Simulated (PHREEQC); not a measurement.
Consider water at 10 °C with 0.0012 mol FeSO4, 0.053 mol CaCl2, 3.3e-05 mol NaHCO3 and 0.00032 mol Na2SO4 per kg of water. Closed to the air; pH follows from the charge balance.

The numbers come from PHREEQC with the ion-association model, phreeqc.dat.

```
Quantity                     Result
--------------------  -------------
pH                             7.41
ionic strength        0.162 mol/kgw
specific conductance     7340 µS/cm
density                 1.005 g/cm³
total alkalinity      0.0330 meq/kg
```

| species | molality | activity | log γ |
|---|---|---|---|
| Cl- | 0.106 | 0.0780 | -0.133 |
| Ca+2 | 0.0523 | 0.0182 | -0.457 |
| Fe+2 | 0.00113 | 0.000402 | -0.448 |
| SO4-2 | 0.000793 | 0.000257 | -0.490 |
| CaSO4 | 0.000713 | 0.000740 | 0.016 |
| Na+ | 0.000672 | 0.000513 | -0.117 |
| FeCl+ | 5.68e-5 | 4.33e-5 | -0.119 |
| HCO3- | 2.51e-5 | 1.92e-5 | -0.117 |
| FeSO4 | 1.32e-5 | 1.37e-5 | 0.016 |

This is a speciation only: nothing precipitates in the calculation. Constants without temperature data keep their 25 °C values here.
